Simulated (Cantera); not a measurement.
What does this Cantera script print?

```python
import numpy as np
import cantera as ct

gas = ct.Solution("gri30.yaml")
gas.TPX = 973, 26000, {'CO': 0.0036, 'O2': 0.05, 'H2O': 0.041, 'N2': 1}
reactor = ct.IdealGasConstPressureReactor(gas, energy="off", clone=False)
net = ct.ReactorNet([reactor])
net.rtol, net.atol = 1e-08, 1e-18
show = ['CO', 'O2', 'H2O', 'NO', 'CO2']
times = np.geomspace(0.0002, 10, 12)

steps = ct.SolutionArray(gas, extra=["t"])
rows = []
print(f"{'t/s':>10s}{'T/K':>9s}{'P/Pa':>11s}" + "".join(f"{s:>11s}" for s in show))
for t in times:
    while net.time < t:
        t_next = net.step()
        steps.append(gas.state, t=t_next)
    rows.append([np.interp(t, steps.t, y) for y in (steps.T, steps.P, *steps(*show).X.T)])
    print(f"{t:10.3e}{rows[-1][0]:9.1f}{rows[-1][1]:11.4g}" + "".join(f"{x:11.3e}" for x in rows[-1][2:]))
rate = np.gradient(steps.T, steps.t)
print("integrator steps:", len(steps.t))
if steps.T.max() > steps.T[0] + 200:
    print(f"time of steepest temperature rise: {steps.t[rate.argmax()]:.4e} s")
gas.TPX = 973, 26000, {'CO': 0.0036, 'O2': 0.05, 'H2O': 0.041, 'N2': 1}
gas.equilibrate("TP")
print(f"equilibrium (TP): T = {gas.T:.1f} K  " + "  ".join(f"{s} {gas[s].X[0]:.3e}" for s in show))
```

It prints:

```
       t/s      T/K       P/Pa         CO         O2        H2O         NO        CO2
 2.000e-04    973.0    2.6e+04  3.289e-03  4.568e-02  3.746e-02  2.656e-24  4.474e-12
 5.348e-04    973.0    2.6e+04  3.289e-03  4.568e-02  3.746e-02  1.975e-23  1.248e-11
 1.430e-03    973.0    2.6e+04  3.289e-03  4.568e-02  3.746e-02  1.432e-22  4.097e-11
 3.824e-03    973.0    2.6e+04  3.289e-03  4.568e-02  3.746e-02  1.246e-21  2.212e-10
 1.023e-02    973.0    2.6e+04  3.289e-03  4.568e-02  3.746e-02  3.320e-20  3.490e-09
 2.735e-02    973.0    2.6e+04  3.288e-03  4.568e-02  3.746e-02  1.353e-15  1.272e-06
 7.313e-02    973.0    2.6e+04  2.372e-03  4.524e-02  3.743e-02  1.413e-10  9.183e-04
 1.956e-01    973.0    2.6e+04  9.037e-04  4.454e-02  3.748e-02  3.201e-10  2.389e-03
 5.230e-01    973.0    2.6e+04  2.071e-04  4.420e-02  3.751e-02  3.499e-10  3.087e-03
 1.398e+00    973.0    2.6e+04  2.788e-05  4.412e-02  3.752e-02  3.491e-10  3.266e-03
 3.740e+00    973.0    2.6e+04  2.685e-06  4.411e-02  3.752e-02  3.720e-10  3.292e-03
 1.000e+01    973.0    2.6e+04  2.291e-07  4.411e-02  3.752e-02  3.976e-10  3.294e-03
integrator steps: 1097
equilibrium (TP): T = 973.0 K  CO 7.340e-13  O2 4.410e-02  H2O 3.752e-02  NO 1.145e-05  CO2 3.294e-03
```

Cantera simulation using GRI-Mech 3.0 (53 species, 325 reactions); the numbers are that mechanism's predictions, not measurements.
